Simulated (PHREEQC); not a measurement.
K2CO3 is added in steps, without added water, to 1 kg of water holding 0.52 mmol/kgw Ca(HCO3)2, 6.2 mmol/kgw Na2SO4 and 0.2 mmol/kgw NaCl, at 15 °C. The system is closed to CO2. The run lets Arcanite, Calcite, Burkeite, Gaylussite, Glaserite, Glauberite, Gypsum, Anhydrite, Halite, Kalicinite, Mirabilite, Misenite, Nahcolite, Natron, Pirssonite, Portlandite, Sylvite, Syngenite, Thenardite, Trona precipitate or redissolve, and no other solid.

Base run: PHREEQC, Pitzer model, pitzer.dat. Each further column changes one thing. The table gives Ca in solution (mol/kgw).

```tsv
K2CO3 added (mol)	base	database phreeqc.dat, Davies equation for every ion	database phreeqc.dat	database phreeqc.dat, all activity coefficients set to 1	database phreeqc.dat, metal-ligand complexes left out
0	0.000520	0.000520	0.000520	0.000520	0.000520
0.002375	9.98e-6	1.51e-5	1.47e-5	1.01e-5	[?]
0.00475	4.90e-6	9.93e-6	9.73e-6	[?]	3.32e-6
0.005938	4.03e-6	9.04e-6	8.86e-6	6.92e-6	2.72e-6
0.008313	3.08e-6	8.06e-6	7.92e-6	[?]	[?]
0.01069	2.58e-6	7.53e-6	7.41e-6	6.15e-6	1.70e-6
0.01306	2.27e-6	7.20e-6	7.08e-6	5.98e-6	1.48e-6
0.01425	2.16e-6	7.07e-6	6.96e-6	[?]	[?]
0.01663	1.98e-6	6.87e-6	6.77e-6	[?]	1.26e-6
0.019	1.86e-6	6.72e-6	6.62e-6	5.75e-6	1.16e-6
```

Question: Complete the blanks.

Answer: 
- 0.002375, database phreeqc.dat, metal-ligand complexes left out: 6.80e-6
- 0.00475, database phreeqc.dat, all activity coefficients set to 1: 7.40e-6
- 0.008313, database phreeqc.dat, all activity coefficients set to 1: 6.42e-6
- 0.008313, database phreeqc.dat, metal-ligand complexes left out: 2.06e-6
- 0.01425, database phreeqc.dat, all activity coefficients set to 1: 5.92e-6
- 0.01425, database phreeqc.dat, metal-ligand complexes left out: 1.39e-6
- 0.01663, database phreeqc.dat, all activity coefficients set to 1: 5.82e-6

 pitzer.dat has no redox and few complexes: it carries them in its interaction parameters. Solids allowed in the column 'database phreeqc.dat, Davies equation for every ion': Calcite, Gypsum, Halite, Sylvite. Solids allowed in the column 'database phreeqc.dat': Calcite, Gypsum, Halite, Sylvite. Solids allowed in the column 'database phreeqc.dat, all activity coefficients set to 1': Calcite, Gypsum, Halite, Sylvite. Solids allowed in the column 'database phreeqc.dat, metal-ligand complexes left out': Calcite, Gypsum, Halite, Sylvite.
